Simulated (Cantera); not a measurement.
A closed system holds: 1 mol MgO, 0.69 mol CO, 0.11 mol H2, held at 0.133 bar.

Points: T (K) = 1023, 1073, 1123, 1173, 1223, 1273, 1323, 1373, 1423, 1473, 1523, 1573, 1623.

Cantera's Mixture.equilibrate('TP', solver="vcs", rtol=1e-11, max_steps=5000) on the NASA tables stopped like this:

```
ERROR: FAILURE its = 5001!

*******************************************************************************
CanteraError thrown by MultiPhase::equilibrate:
VCS solver failed. Return code: -1
*******************************************************************************
```

Question: What got this run through?

Answer: This is not unique; one that fits is The failure is numerical, not chemical. The same input converged with solver="gibbs", rtol=1e-10, max_steps=50000, and the result passed a check of the equilibrium conditions:
```
log10 of partial pressures in bar; condensed amounts in mol
       T/K        CO        H2       CO2       H2O        Mg     C(gr)    MgO(s)
      1023    -0.959    -1.735    -2.364    -3.256   -15.418   0.02812         1
      1073    -0.947    -1.737    -2.746    -3.570   -13.934   0.01211         1
      1123    -0.943    -1.737    -3.105    -3.861   -12.579  0.005445         1
      1173    -0.941    -1.737    -3.436    -4.128   -11.339  0.002596         1
      1223    -0.940    -1.737    -3.742    -4.374   -10.201  0.001312         1
      1273    -0.940    -1.737    -4.023    -4.601    -9.154 0.0006997         1
      1323    -0.940    -1.737    -4.282    -4.811    -8.187 0.0003917         1
      1373    -0.939    -1.737    -4.522    -5.006    -7.293 0.0002285         1
      1423    -0.939    -1.737    -4.745    -5.187    -6.462 0.0001365         1
      1473    -0.939    -1.737    -4.951    -5.355    -5.689 7.395e-05         1
      1523    -0.939    -1.737    -5.110    -5.479    -5.002         0    0.9999
      1573    -0.939    -1.737    -4.887    -5.223    -4.731         0    0.9999
      1623    -0.940    -1.737    -4.663    -4.970    -4.491         0    0.9998
```

The gas is ideal and each condensed phase is pure.
